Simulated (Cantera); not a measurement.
Cantera run, input and output.

```python
import numpy as np
import cantera as ct

gas = ct.Solution("gri30.yaml")
gas.TPX = 1248, 160000, {'N2O': 1, 'N2': 6}
reactor = ct.IdealGasConstPressureReactor(gas, energy="off", clone=False)
net = ct.ReactorNet([reactor])
net.rtol, net.atol = 1e-08, 1e-18
show = ['N2O', 'NO2', 'O2', 'NO', 'N2']
times = np.geomspace(0.0001, 2, 13)

steps = ct.SolutionArray(gas, extra=["t"])
rows = []
print(f"{'t/s':>10s}{'T/K':>9s}{'P/Pa':>11s}" + "".join(f"{s:>11s}" for s in show))
for t in times:
    while net.time < t:
        t_next = net.step()
        steps.append(gas.state, t=t_next)
    rows.append([np.interp(t, steps.t, y) for y in (steps.T, steps.P, *steps(*show).X.T)])
    print(f"{t:10.3e}{rows[-1][0]:9.1f}{rows[-1][1]:11.4g}" + "".join(f"{x:11.3e}" for x in rows[-1][2:]))
rate = np.gradient(steps.T, steps.t)
print("integrator steps:", len(steps.t))
if steps.T.max() > steps.T[0] + 200:
    print(f"time of steepest temperature rise: {steps.t[rate.argmax()]:.4e} s")
gas.TPX = 1248, 160000, {'N2O': 1, 'N2': 6}
gas.equilibrate("TP")
print(f"equilibrium (TP): T = {gas.T:.1f} K  " + "  ".join(f"{s} {gas[s].X[0]:.3e}" for s in show))
```

Result:

```
       t/s      T/K       P/Pa        N2O        NO2         O2         NO         N2
 1.000e-04   1248.0    1.6e+05  1.428e-01  4.346e-10  1.054e-05  3.014e-06  8.572e-01
 2.283e-04   1248.0    1.6e+05  1.428e-01  2.999e-09  2.781e-05  7.951e-06  8.572e-01
 5.210e-04   1248.0    1.6e+05  1.427e-01  1.719e-08  6.729e-05  1.923e-05  8.572e-01
 1.189e-03   1248.0    1.6e+05  1.425e-01  8.928e-08  1.572e-04  4.488e-05  8.573e-01
 2.714e-03   1248.0    1.6e+05  1.420e-01  4.246e-07  3.618e-04  1.030e-04  8.576e-01
 6.196e-03   1248.0    1.6e+05  1.408e-01  1.768e-06  8.250e-04  2.339e-04  8.581e-01
 1.414e-02   1248.0    1.6e+05  1.383e-01  5.998e-06  1.863e-03  5.245e-04  8.593e-01
 3.228e-02   1248.0    1.6e+05  1.327e-01  1.621e-05  4.135e-03  1.152e-03  8.620e-01
 7.368e-02   1248.0    1.6e+05  1.212e-01  3.706e-05  8.871e-03  2.420e-03  8.675e-01
 1.682e-01   1248.0    1.6e+05  9.961e-02  7.374e-05  1.778e-02  4.652e-03  8.779e-01
 3.839e-01   1248.0    1.6e+05  6.669e-02  1.229e-04  3.160e-02  7.652e-03  8.939e-01
 8.762e-01   1248.0    1.6e+05  3.076e-02  1.627e-04  4.709e-02  1.013e-02  9.119e-01
 2.000e+00   1248.0    1.6e+05  7.265e-03  1.716e-04  5.762e-02  1.098e-02  9.240e-01
integrator steps: 784
equilibrium (TP): T = 1248.0 K  N2O 1.607e-08  NO2 1.647e-06  O2 6.658e-02  NO 1.714e-04  N2 9.332e-01
```

Detailed kinetics in Cantera: GRI-Mech 3.0 (53 species, 325 reactions). GRI-Mech 3.0 was tuned for natural gas; its chemistry of N2O as a main component is partial and can be far from experiment. The mechanism lacks the step 2 NO + O2 → 2 NO2, which can matter for NO2 below about 1400 K. The temperature is held fixed by assumption; the heat of reaction is taken as removed at once.
